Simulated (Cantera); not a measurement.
A closed system holds: 1 mol Si₃N₄, a varied amount of N₂O, 310 mol H₂, held at 1475 K and 10.0 Torr.

Equilibrium computed with Cantera from the NASA thermochemical tables; the gas is ideal and each condensed phase is pure. Candidate condensed phases: H₂O, Si, SiO₂, Si₂N₂O, Si₃N₄; 35 gas species. Mutual solubility and eutectic melting of coexisting phases are not modelled. The tables hold silica as quartz up to 1696 K and as liquid above; real silica turns to tridymite and cristobalite and melts near 1996 K. Kinetics and transport are ignored.

Question: Which condensed phases are stable at each of these points (n(N₂O) (mol)): 0.15, 0.2, 0.27, 0.36, 0.49, 0.67, 0.91, 1.2, 1.7, 2.3?

Answer: 
```csv
n(N₂O) (mol),condensed phases,Si condensed (%)
0.15,Si(s) + Si₂N₂O(s) + Si₃N₄(s),99.6
0.2,Si(s) + Si₂N₂O(s) + Si₃N₄(s),99.6
0.27,Si(s) + Si₂N₂O(s) + Si₃N₄(s),99.6
0.36,Si(s) + Si₂N₂O(s) + Si₃N₄(s),99.6
0.49,Si(s) + Si₂N₂O(s) + Si₃N₄(s),99.6
0.67,Si₂N₂O(s) + Si₃N₄(s),99.7
0.91,Si₂N₂O(s) + Si₃N₄(s),99.7
1.2,Si₂N₂O(s) + Si₃N₄(s),99.7
1.7,Si₂N₂O(s),87.0
2.3,SiO₂(β-quartz) + Si₂N₂O(s),82.9
```

From 0.15 mol N₂O to 0.49 mol N₂O the condensed part is Si(s) + Si₂N₂O(s) + Si₃N₄(s). From 0.67 mol N₂O to 1.2 mol N₂O the condensed part is Si₂N₂O(s) + Si₃N₄(s). At 1.7 mol N₂O the condensed part is Si₂N₂O(s). At 2.3 mol N₂O the condensed part is SiO₂(β-quartz) + Si₂N₂O(s).
